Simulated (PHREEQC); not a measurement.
0.055 g of hydrous ferric oxide (600 m²/g; 0.2 weak and 0.005 strong sites per Fe, Dzombak-Morel constants, diffuse double layer) in 1 kg of water with 0.005 mol/kgw of an inert sodium salt and 1.7e-07 mol/kgw CuSO4, at 25 °C; the pH is set by adding NaOH or the inert anion's acid. O2 is buffered at 0.21 atm. The system is closed to CO2. Precipitation was switched off in this run.

The series has 13 steps of pH, from 4 to 10.

Computed with PHREEQC (ion-association model, wateq4f.dat).

Near which pH is half of the S sorbed, and on which side is more sorbed?

Near pH 6.3, with more sorbed at lower pH.

Near which pH is half of the Cu sorbed, and on which side is more sorbed?

Near pH 5.3, with more sorbed at higher pH.

The database's constant for dissolved Cu(OH)2 is higher than later reviews accept.
